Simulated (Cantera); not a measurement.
A perfectly stirred reactor is fed with NO : N2 = 1 : 9.4 (molar parts), at 0.550 bar; it is held at 1700 K, and followed from long to short residence time.

Detailed kinetics in Cantera: GRI-Mech 3.0 (53 species, 325 reactions).

Q: Predict: x(NO) at τ = 21.0 s; x(O2) at τ = 21.0 s; x(O) at τ = 21.0 s; x(NO2) at τ = 21.0 s; x(N2O) at τ = 21.0 s; x(NO) at τ = 0.240 s; x(O2) at τ = 0.240 s; x(O) at τ = 0.240 s; x(NO2) at τ = 0.240 s; x(N2O) at τ = 0.240 s.

A: 
- x(NO) at τ = 21.0 s = 0.0800
- x(O2) at τ = 21.0 s = 0.00802
- x(O) at τ = 21.0 s = 5.73e-6
- x(NO2) at τ = 21.0 s = 3.77e-5
- x(N2O) at τ = 21.0 s = 2.49e-6
- x(NO) at τ = 0.240 s = 0.0959
- x(O2) at τ = 0.240 s = 0.000105
- x(O) at τ = 0.240 s = 1.93e-6
- x(NO2) at τ = 0.240 s = 1.46e-5
- x(N2O) at τ = 0.240 s = 3.46e-6
